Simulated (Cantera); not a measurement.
A perfectly stirred reactor is fed with C₃H₈ : O₂ : N₂ = 1 : 2.78 : 10.4 (molar parts), at 490000 Pa; it is adiabatic with a 325 K inlet, and is followed from long to short residence time, starting on the burning branch (τ in s: 0.1, 0.033, 0.011, 0.0034, 0.0011, 0.00035, 0.00011, 3.6e-05, 1.2e-05, 3.7e-06).

Computed with Cantera and GRI-Mech 3.0 (53 species, 325 reactions). GRI-Mech 3.0 was tuned for natural gas; its chemistry of propane as a main component is partial and can be far from experiment.

Task: Predict: blow-out, bracketed by the residence times tried; x(C₃H₈) at τ = 0.100 s; x(O₂) at τ = 0.100 s; x(CH₄) at τ = 0.100 s; x(HCN) at τ = 0.100 s; x(CH₂) at τ = 0.100 s; x(C₃H₈) at τ = 0.350 ms; x(O₂) at τ = 0.350 ms.

Result: 
| Quantity | Value |
|---|---|
| blow-out, bracketed by the residence times tried | burning at 1.10 ms, out at 0.350 ms |
| x(C₃H₈) at τ = 0.100 s | 1.54e-6 |
| x(O₂) at τ = 0.100 s | 0.000324 |
| x(CH₄) at τ = 0.100 s | 0.00584 |
| x(HCN) at τ = 0.100 s | 8.01e-6 |
| x(CH₂) at τ = 0.100 s | 1.91e-7 |
| x(C₃H₈) at τ = 0.350 ms | 0.0705 |
| x(O₂) at τ = 0.350 ms | 0.196 |
